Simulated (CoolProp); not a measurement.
Properties of R1132(E) along the isotherm 108.75 °C.

Model: reference Helmholtz-energy equation of state, Akasaka 2024, in CoolProp.

```tsv
p (bar)	phase	speed of sound (m/s)	isothermal compressibility (1/MPa)	fugacity coefficient
2.87	gas	(withheld)	3.535	0.9860
5.75	gas	(withheld)	1.791	0.9720
8.62	gas	(withheld)	(withheld)	0.9581
11.5	gas	227.5	0.9253	(withheld)
14.4	gas	(withheld)	0.7521	0.9304
17.2	gas	222.4	0.6412	0.9172
20.1	gas	219.8	0.5596	0.9035
23	gas	217.1	0.4993	(withheld)
25.9	gas	214.3	0.4533	0.8763
```

Some entries are withheld; supply them.


- 2.87, speed of sound (m/s): 235.0
- 5.75, speed of sound (m/s): 232.6
- 8.62, speed of sound (m/s): 230.1
- 8.62, isothermal compressibility (1/MPa): 1.214
- 11.5, fugacity coefficient: 0.9443
- 14.4, speed of sound (m/s): 225.0
- 23, fugacity coefficient: 0.8899
